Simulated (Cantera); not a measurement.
A Cantera script and its output.

```python
import numpy as np
import cantera as ct

gas = ct.Solution("gri30.yaml")
gas.TPX = 1525, 8400, {'NO': 1, 'N2': 0.27}
reactor = ct.IdealGasConstPressureReactor(gas, energy="off", clone=False)
net = ct.ReactorNet([reactor])
net.rtol, net.atol = 1e-08, 1e-18
show = ['NO', 'N2', 'O', 'NO2', 'O2']
times = np.geomspace(8e-05, 200, 9)

steps = ct.SolutionArray(gas, extra=["t"])
rows = []
print(f"{'t/s':>10s}{'T/K':>9s}{'P/Pa':>11s}" + "".join(f"{s:>11s}" for s in show))
for t in times:
    while net.time < t:
        t_next = net.step()
        steps.append(gas.state, t=t_next)
    rows.append([np.interp(t, steps.t, y) for y in (steps.T, steps.P, *steps(*show).X.T)])
    print(f"{t:10.3e}{rows[-1][0]:9.1f}{rows[-1][1]:11.4g}" + "".join(f"{x:11.3e}" for x in rows[-1][2:]))
rate = np.gradient(steps.T, steps.t)
print("integrator steps:", len(steps.t))
if steps.T.max() > steps.T[0] + 200:
    print(f"time of steepest temperature rise: {steps.t[rate.argmax()]:.4e} s")
gas.TPX = 1525, 8400, {'NO': 1, 'N2': 0.27}
gas.equilibrate("TP")
print(f"equilibrium (TP): T = {gas.T:.1f} K  " + "  ".join(f"{s} {gas[s].X[0]:.3e}" for s in show))
```

Output:

```
       t/s      T/K       P/Pa         NO         N2          O        NO2         O2
 8.000e-05   1525.0       8400  7.874e-01  2.126e-01  5.016e-08  2.433e-09  1.018e-11
 5.045e-04   1525.0       8400  7.874e-01  2.126e-01  2.497e-07  8.219e-08  3.526e-10
 3.181e-03   1525.0       8400  7.874e-01  2.126e-01  5.512e-07  1.545e-06  9.449e-09
 2.006e-02   1525.0       8400  7.874e-01  2.126e-01  6.622e-07  1.251e-05  2.708e-07
 1.265e-01   1525.0       8400  7.872e-01  2.126e-01  1.114e-06  7.123e-05  1.337e-05
 7.976e-01   1525.0       8400  7.863e-01  2.130e-01  1.663e-06  1.419e-04  3.629e-04
 5.030e+00   1525.0       8400  7.808e-01  2.157e-01  2.026e-06  1.849e-04  3.115e-03
 3.172e+01   1525.0       8400  7.472e-01  2.325e-01  3.324e-06  3.352e-04  1.978e-02
 2.000e+02   1525.0       8400  5.857e-01  3.133e-01  6.528e-06  5.734e-04  1.004e-01
integrator steps: 838
equilibrium (TP): T = 1525.0 K  NO 1.663e-03  N2 6.055e-01  O 1.233e-05  NO2 3.265e-06  O2 3.929e-01
```

Computed with Cantera and GRI-Mech 3.0 (53 species, 325 reactions).
